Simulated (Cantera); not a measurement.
# Adiabatic ignition

An adiabatic, constant-volume homogeneous reactor starts with H2 : O2 : N2 : H2O = 1 : 0.455 : 4.09 : 0.2 (molar parts), at 1300 K and 12000 Torr.

Model: the H2/O2 subset of GRI-Mech 3.0, which has no nitrogen chemistry, integrated in Cantera. The hydrogen kinetics of GRI-Mech 3.0 are dated; newer H2 mechanisms differ, most at raised pressure. The pressure lies above the range GRI-Mech 3.0 was tuned for (to about 10 atm).

```json
[
 {"t (s)": "1.00e-6", "T (K)": "1300", "P (bar)": "16.0", "x H2": "0.174", "x O2": "0.0792", "x H2O": "0.0348", "x OH": "2.93e-9", "x O": "4.56e-9"},
 {"t (s)": "2.39e-6", "T (K)": "1300", "P (bar)": "16.0", "x H2": "0.174", "x O2": "0.0792", "x H2O": "0.0348", "x OH": "4.67e-9", "x O": "7.08e-9"},
 {"t (s)": "5.72e-6", "T (K)": "1300", "P (bar)": "16.0", "x H2": "0.174", "x O2": "0.0792", "x H2O": "0.0348", "x OH": "1.16e-8", "x O": "1.62e-8"},
 {"t (s)": "1.37e-5", "T (K)": "1300", "P (bar)": "16.0", "x H2": "0.174", "x O2": "0.0792", "x H2O": "0.0348", "x OH": "9.28e-8", "x O": "1.16e-7"},
 {"t (s)": "3.27e-5", "T (K)": "2586", "P (bar)": "29.5", "x H2": "0.0216", "x O2": "0.00155", "x H2O": "0.201", "x OH": "0.00464", "x O": "0.000310"},
 {"t (s)": "7.82e-5", "T (K)": "2628", "P (bar)": "29.9", "x H2": "0.0189", "x O2": "0.000464", "x H2O": "0.205", "x OH": "0.00282", "x O": "0.000105"},
 {"t (s)": "0.000187", "T (K)": "2628", "P (bar)": "29.9", "x H2": "0.0189", "x O2": "0.000464", "x H2O": "0.205", "x OH": "0.00282", "x O": "0.000105"},
 {"t (s)": "0.000447", "T (K)": "2628", "P (bar)": "29.9", "x H2": "0.0189", "x O2": "0.000464", "x H2O": "0.205", "x OH": "0.00282", "x O": "0.000105"},
 {"t (s)": "0.00107", "T (K)": "2628", "P (bar)": "29.9", "x H2": "0.0189", "x O2": "0.000464", "x H2O": "0.205", "x OH": "0.00282", "x O": "0.000105"},
 {"t (s)": "0.00256", "T (K)": "2628", "P (bar)": "29.9", "x H2": "0.0189", "x O2": "0.000464", "x H2O": "0.205", "x OH": "0.00282", "x O": "0.000105"},
 {"t (s)": "0.00612", "T (K)": "2628", "P (bar)": "29.9", "x H2": "0.0189", "x O2": "0.000464", "x H2O": "0.205", "x OH": "0.00282", "x O": "0.000105"},
 {"t (s)": "0.0146", "T (K)": "2628", "P (bar)": "29.9", "x H2": "0.0189", "x O2": "0.000464", "x H2O": "0.205", "x OH": "0.00282", "x O": "0.000105"},
 {"t (s)": "0.0350", "T (K)": "2628", "P (bar)": "29.9", "x H2": "0.0189", "x O2": "0.000464", "x H2O": "0.205", "x OH": "0.00282", "x O": "0.000105"},
 {"t (s)": "0.0836", "T (K)": "2628", "P (bar)": "29.9", "x H2": "0.0189", "x O2": "0.000464", "x H2O": "0.205", "x OH": "0.00282", "x O": "0.000105"},
 {"t (s)": "0.200", "T (K)": "2628", "P (bar)": "29.9", "x H2": "0.0189", "x O2": "0.000464", "x H2O": "0.205", "x OH": "0.00282", "x O": "0.000105"}
]
```
x: mole fraction; the columns are a selection and need not sum to one.

```json
{
  "time_of_steepest_temperature_rise": "29.6 µs",
  "temperature at 0.200 s": "2628 K",
  "equilibrium_temperature": "2628 K",
  "x(H2) at 0.200 s": "0.0189 (gas-phase equilibrium 0.0189)",
  "x(O2) at 0.200 s": "0.000464 (gas-phase equilibrium 0.000464)",
  "x(H2O) at 0.200 s": "0.205 (gas-phase equilibrium 0.205)"
}
```
